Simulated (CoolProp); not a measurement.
Vapour-liquid equilibrium of isobutane (1) + isobutene (2) at 0.599 MPa; x and y are mole fractions of (1).

The numbers come from the multi-fluid Helmholtz-energy mixture model, Bücker 2006 and Lemmon 2005; pair parameters Bell 2016 in CoolProp.

| x | bubble temperature (°C) | y at the bubble point | dew temperature at overall composition x (°C) | liquid density (mol/L) |
|---|---|---|---|---|
| 0.05 | 48.9 | 0.057 | 49.0 | 9.870 |
| 0.125 | 48.4 | 0.140 | 48.5 | 9.799 |
| 0.2 | 47.9 | 0.221 | 48.1 | 9.729 |
| 0.275 | 47.5 | 0.299 | 47.6 | 9.660 |
| 0.35 | 47.1 | 0.376 | 47.2 | 9.591 |
| 0.425 | 46.7 | 0.451 | 46.9 | 9.524 |
| 0.5 | 46.4 | 0.524 | 46.5 | 9.457 |
| 0.575 | 46.1 | 0.597 | 46.2 | 9.390 |
| 0.65 | 45.8 | 0.669 | 45.9 | 9.325 |
| 0.725 | 45.5 | 0.740 | 45.6 | 9.260 |
| 0.8 | 45.2 | 0.811 | 45.3 | 9.197 |
| 0.875 | 45.0 | 0.882 | 45.0 | 9.134 |
| 0.95 | 44.8 | 0.953 | 44.8 | 9.071 |

No azeotrope shows between x = 0.05 and 0.95.

Pair parameters are fitted to limited data, so mixtures are less certain than the pure fluids.
